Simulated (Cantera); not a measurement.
# Ignition delay

Mixture: 9.24 % C2H4, 18.5 % O2, 69.5 % N2, 2.77 % CO2, at 9.30 bar, adiabatic and at constant pressure. Ignition delay is the time to a rise of 400 K.

Cantera simulation using GRI-Mech 3.0 (53 species, 325 reactions); the numbers are that mechanism's predictions, not measurements. GRI-Mech 3.0 was tuned for natural gas; its chemistry of ethylene as a main component is partial and can be far from experiment.

```csv
T0 (K),delay (ms)
1025,53.3
1100,11.1
1175,1.83
1250,0.286
1325,0.0573
1400,0.0155
```

```json
{
  "apparent activation energy between 1250 and 1400 K": "280 kJ/mol"
}
```
